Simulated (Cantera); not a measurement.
Feed: 1 mol CH4, 0.04 mol O2, 0.52 mol NH3, at 83000 Pa.

Method: chemical equilibrium by Gibbs-energy minimisation in Cantera with the NASA 1993 tables (ideal gas, pure condensed phases). Candidate condensed phases: C, C6H6, C7H8, C8H18, H2O; 136 gas species. Rates play no part.

Question: What share of the C ends up in condensed phases as a function of T (K), at 2248, 2323, 2398, 2473, 2548, 2623, 2698?

Answer: 
```csv
T (K),C condensed (%),as
2248,87.0,C(graphite)
2323,85.4,C(graphite)
2398,83.4,C(graphite)
2473,80.9,C(graphite)
2548,77.9,C(graphite)
2623,74.3,C(graphite)
2698,70.0,C(graphite)
```
